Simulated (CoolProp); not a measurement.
Model: reference Helmholtz-energy equation of state, Gao 2020, in CoolProp.

For ammonia, give the phase and the cp (kJ/(kg K)), cv (kJ/(kg K)), Joule-Thomson coefficient (K/MPa), viscosity (µPa s) at 389.3 K and 0.581 bar; 641 K and 0.13 bar; 641 K and 4.88 bar.


- 389.3 K and 0.581 bar: gas; cp 2.26, cv 1.77, Joule-Thomson coefficient 11.6, viscosity 13.6
- 641 K and 0.13 bar: gas; cp 2.72, cv 2.23, Joule-Thomson coefficient 2.83, viscosity 23.2
- 641 K and 4.88 bar: gas; cp 2.73, cv 2.24, Joule-Thomson coefficient 2.82, viscosity 23.2

Viscosity comes from a separate model (Fenghour 1995).
